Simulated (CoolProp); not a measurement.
Vapour-liquid equilibrium of CH2F2 (R32) (1) + R236FA (2) at 225.6 K; x and y are mole fractions of (1).

The numbers come from the multi-fluid Helmholtz-energy mixture model, Tillner-Roth 1997 and Pan 2012; pair parameters Bell 2016 in CoolProp.

| x | bubble pressure (bar) | y at the bubble point | dew pressure at overall composition x (bar) | liquid density (mol/L) |
|---|---|---|---|---|
| 0.05 | 0.1528 | 0.432 | 0.09537 | 10.73 |
| 0.15 | 0.2802 | 0.720 | 0.1058 | 11.42 |
| 0.25 | 0.4071 | 0.828 | 0.1188 | 12.20 |
| 0.35 | 0.5296 | 0.883 | 0.1354 | 13.07 |
| 0.45 | 0.6459 | 0.917 | 0.1574 | 14.06 |
| 0.55 | 0.7566 | 0.940 | 0.1879 | 15.18 |
| 0.65 | 0.8632 | 0.958 | 0.2331 | 16.47 |
| 0.75 | 0.9683 | 0.972 | 0.3069 | 17.98 |
| 0.85 | 1.075 | 0.984 | 0.4486 | 19.75 |
| 0.95 | 1.186 | 0.995 | 0.8136 | 21.87 |

No azeotrope shows between x = 0.05 and 0.95.

The pair parameters rest on a limited set of measurements; away from them the model extrapolates.
